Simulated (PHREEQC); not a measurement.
Make-up at 25 °C: 0.021 mol CuSO4 and 0.00135 mol HBF4 per kg of water. Closed to the air; pH follows from the charge balance.

Model: ion-association model, phreeqc.dat, run in PHREEQC.

pH: 2.95
ionic strength: 0.0547 mol/kgw
specific conductance: 3160 µS/cm
density: 1.001 g/cm³
total alkalinity: -5.40 meq/kg

| species | molality | activity | log γ |
|---|---|---|---|
| Cu+2 | 0.0135 | 0.00634 | -0.327 |
| SO4-2 | 0.0128 | 0.00578 | -0.347 |
| CuSO4 | 0.00739 | 0.00748 | 0.005 |
| HF | 0.00185 | 0.00187 | 0.005 |
| F- | 0.00138 | 0.00111 | -0.094 |
| H+ | 0.00132 | 0.00112 | -0.071 |
| H3BO3 | 0.000801 | 0.000811 | 0.005 |
| HSO4- | 0.000773 | 0.000631 | -0.088 |
| BF4- | 0.000409 | 0.000334 | -0.088 |

No solid was allowed to form. Real BF4- forms and hydrolyses slowly; the run takes it at equilibrium.
